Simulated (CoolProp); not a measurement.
R114 at 298.15 K and 0.143 MPa is compressed adiabatically to 0.41 MPa with isentropic efficiency 0.6. Each further row changes one setting.

Computed with CoolProp (reference Helmholtz-energy equation of state, Platzer 1990). This equation is an older, rougher fit.

```tsv
case	work (kJ/kg)	final temperature (K)	final density (kg/m³)
as stated	___	___	___
efficiency 1	14.8	323.8	___
efficiency 0.65	___	___	27.9
```

Q: Fill in the missing entries.

A: 
- as stated, work (kJ/kg): 24.6
- as stated, final temperature (K): 336.7
- as stated, final density (kg/m³): 27.6
- efficiency 1, final density (kg/m³): 29.1
- efficiency 0.65, work (kJ/kg): 22.8
- efficiency 0.65, final temperature (K): 334.2
